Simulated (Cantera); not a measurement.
An isothermal, constant-pressure homogeneous reactor starts with 4.35 % C₂H₄, 95.7 % H₂, at 1348 K and 75000 Pa.

Detailed kinetics in Cantera: GRI-Mech 3.0 (53 species, 325 reactions). GRI-Mech 3.0 was tuned for natural gas; its chemistry of ethylene as a main component is partial and can be far from experiment. GRI-Mech 3.0 stops at C3 and has no aromatics, soot or wall deposition, so with more carbon than oxygen in the feed, carbon stays in small species such as C2H2 where larger ones or solid carbon would form.

Task: Predict: x(C₂H₄) at 8.00 s; x(H₂) at 8.00 s; x(C₂H₂) at 8.00 s; x(CH₄) at 8.00 s.

Result: 
```json
{
  "x(C₂H₄) at 8.00 s": "0.00145 (gas-phase equilibrium 0.000690)",
  "x(H₂) at 8.00 s": "0.912 (gas-phase equilibrium 0.911)",
  "x(C₂H₂) at 8.00 s": "0.00144 (gas-phase equilibrium 0.000659)",
  "x(CH₄) at 8.00 s": "0.0847 (gas-phase equilibrium 0.0880)"
}
```
